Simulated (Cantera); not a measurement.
## Ta2O5 + C + CO (carbothermic reduction)

Charge: 1 mol Ta2O5, 0.59 mol C, 0.12 mol CO, at 10000 Pa.

Equilibrium computed with Cantera from the NASA thermochemical tables; the gas is ideal and each condensed phase is pure. Candidate condensed phases: C, Ta, TaC, Ta2O5; 15 gas species. Mutual solubility and eutectic melting of coexisting phases are not modelled. TaC: taken at fixed stoichiometry. Condensed phases not in the tables: Ta2C. Equilibrium is a limit: real reactors are often held back by kinetics, nucleation or transport.

From 1073 K to 1223 K the condensed part is C(graphite) + Ta2O5(s). From 1273 K to 1473 K the condensed part is TaC(s) + Ta2O5(s).

```tsv
T (K)	x CO	x CO2	n C(graphite)	n Ta2O5(s)	n TaC(s)
1073	0.986	0.0137	0.592	1.00	0
1123	0.994	0.00597	0.591	1.00	0
1173	0.997	0.00277	0.590	1.00	0
1223	0.999	0.00137	0.590	1.00	0
1273	0.999	0.00110	0	0.916	0.169
1323	0.999	0.00109	0	0.916	0.169
1373	0.999	0.00109	0	0.916	0.169
1423	0.999	0.00108	0	0.916	0.169
1473	0.999	0.00108	0	0.916	0.169
```
x: gas mole fraction; n: condensed amount in mol.
